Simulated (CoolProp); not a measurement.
A single-stage vapour-compression cycle with R410A: evaporating at 277.15 K (dew point), condensing at 308.15 K (bubble point), superheat 8 K, subcooling 5 K, compressor efficiency 0.65, no pressure losses. Each further row changes one setting.

The numbers come from the reference Helmholtz-energy equation of state, Lemmon 2003 in CoolProp. It is a pseudo-pure fit of the blend.

| case | cooling COP | pressure ratio | discharge temperature (K) | refrigerating effect (kJ/kg) | volumetric capacity (kJ/m³) |
|---|---|---|---|---|---|
| as stated | 4.84 | 2.37 | 340.7 | 183 | 6020 |
| evaporating temperature 282.15 K | 5.99 | 2.04 | 336.2 | 185 | 7080 |
| condensing temperature 303.15 K | 5.96 | 2.09 | 332.2 | 192 | 6300 |
| subcooling 10 K | 5.07 | 2.37 | 340.7 | 192 | 6300 |
| superheat 18 K | 4.80 | 2.37 | 352.1 | 194 | 5990 |
| compressor efficiency 0.55 | 4.09 | 2.37 | 346.7 | 183 | 6020 |
